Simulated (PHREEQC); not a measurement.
1 kg of water holding 5.9 mmol/kgw NaOH, 7.9 mmol/kgw NaCl and 8 mmol/kgw Na2CO3 is evaporated at 20 °C; the solids stay in contact with the brine. No CO2 enters from the air. Only these solids could form: Halite, Nahcolite, Natron, Trona.

Equilibrium calculation in PHREEQC: Pitzer model, pitzer.dat.

```tsv
water left (kg)	ionic strength	water activity	C in solution (mol/kgw)	Na in solution (mol/kgw)
1	0.0377	0.999	0.00800	0.0298
0.6755	0.0558	0.999	0.0118	0.0441
0.375	0.101	?	0.0213	0.0795
0.2533	0.149	0.997	0.0316	0.118
0.1407	0.269	0.994	0.0569	0.212
0.09502	0.398	?	0.0842	0.314
0.05276	0.716	?	0.152	0.565
0.03564	1.06	0.978	0.224	0.836
0.01979	1.91	?	0.404	1.51
0.01337	2.83	0.943	0.598	2.23
0.007429	5.09	0.893	1.08	4.01
0.005015	7.54	0.829	1.60	5.94
```

**Question.** Complete the blanks.

**Answer.** 
- 0.375, water activity: 0.998
- 0.09502, water activity: 0.992
- 0.05276, water activity: 0.985
- 0.01979, water activity: 0.962

Species that the database lacks are ignored.
